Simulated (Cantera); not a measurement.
What does this Cantera script print?

```python
import numpy as np
import cantera as ct

gas_names = """
    Br Br2 H HBr H2 N NH NH2 NH3 N2 N2H2 N2H4
""".split()
cond_names = """
    Br2(cr) Br2(L)
""".split()


# ... load() reads the species with a 1 bar reference pressure and builds the phases ...
atoms = {
    'HBr': {'H': 1, 'Br': 1},
    'H2': {'H': 2},
    'N2': {'N': 2},
}
top_T = {}  # K; cautious upper limits of use, not melting points


# ... equilibrate(T, P, feed) seeds the gas with the atoms and calls Mixture.equilibrate('TP', solver="vcs", rtol=1e-11, max_steps=5000) ...
results = []
T = 1398  # K
P = 1333.22  # Pa
for m in [0.063, 0.087, 0.12, 0.17, 0.23, 0.32, 0.45, 0.63, 0.87, 1.2, 1.7, 2.3, 3.2]:
    feed = {'HBr': 1, 'H2': m, 'N2': 9}  # mol
    mix = equilibrate(T, P, feed)
    results.append((T, P, feed, dict(zip(mix.species_names, mix.species_moles))))

top = {s: max(r[3][s] / sum(r[3][g] for g in gas_names) for r in results) for s in gas_names}
cols = sorted((s for s in top if top[s] > 1e-05), key=lambda s: -top[s])[:7]
seen = [c for c in cond_names if any(r[3].get(c, 0) > 1e-12 for r in results)]
print("log10 of partial pressures in bar; condensed amounts in mol")
print(f"{'n(H2)':>10s}" + "".join(f"{s[:9]:>10s}" for s in cols + seen))
for T, P, feed, n in results:
    ng = sum(n[g] for g in gas_names)
    print(f"{feed['H2']:10.4g}" + "".join(f"{np.log10(max(n[s] / ng * P / 1e5, 1e-99)):10.3f}" for s in cols)
          + "".join(f"{n.get(c, 0):10.4g}" for c in seen))
```

Output:

```
log10 of partial pressures in bar; condensed amounts in mol
     n(H2)        N2        H2       HBr        Br         H       Br2
     0.063    -1.925    -3.908    -2.907    -4.096    -7.279    -6.638
     0.087    -1.926    -3.820    -2.905    -4.138    -7.235    -6.722
      0.12    -1.927    -3.720    -2.904    -4.186    -7.185    -6.819
      0.17    -1.929    -3.601    -2.903    -4.246    -7.125    -6.938
      0.23    -1.932    -3.489    -2.903    -4.301    -7.070    -7.049
      0.32    -1.935    -3.362    -2.904    -4.366    -7.006    -7.179
      0.45    -1.941    -3.228    -2.908    -4.437    -6.939    -7.320
      0.63    -1.948    -3.094    -2.913    -4.509    -6.872    -7.465
      0.87    -1.958    -2.967    -2.921    -4.581    -6.808    -7.608
       1.2    -1.970    -2.842    -2.933    -4.655    -6.746    -7.756
       1.7    -1.989    -2.711    -2.951    -4.738    -6.681    -7.923
       2.3    -2.011    -2.602    -2.971    -4.813    -6.626    -8.074
       3.2    -2.042    -2.490    -3.001    -4.899    -6.570    -8.246
```

Method: chemical equilibrium by Gibbs-energy minimisation in Cantera with the NASA 1993 tables (ideal gas, pure condensed phases).
